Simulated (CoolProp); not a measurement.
Properties of nitrogen along the isobar 5.17 MPa.

Model: reference Helmholtz-energy equation of state, Span 2000, in CoolProp.

```csv
T (°C),phase,cp (kJ/(kg K)),expansivity (1/kK),Prandtl number,fugacity coefficient
-147.55,liquid,3.286,21.60,2.11,0.4761
-122.25,supercritical,2.387,…,1.34,0.7297
-96.95,supercritical,1.526,10.59,0.952,0.8392
-71.65,supercritical,1.316,7.327,0.848,0.9017
-46.35,supercritical,1.224,5.749,0.801,0.9406
-21.05,supercritical,1.173,4.794,0.774,0.9659
4.25,supercritical,…,4.144,0.756,0.9829
29.55,supercritical,1.121,3.667,0.743,0.9947
54.85,supercritical,1.107,3.300,0.734,1.003
80.15,supercritical,1.096,3.007,0.727,1.009
105.45,supercritical,…,2.766,…,1.013
130.75,supercritical,1.084,2.564,0.717,1.016
```

### Question
Complete the blanks.

### Answer

- -122.25, expansivity (1/kK): 22.81
- 4.25, cp (kJ/(kg K)): 1.142
- 105.45, cp (kJ/(kg K)): 1.089
- 105.45, Prandtl number: 0.721

Viscosity comes from a separate model (Lemmon 2004). Thermal conductivity comes from a separate model (Lemmon 2004).
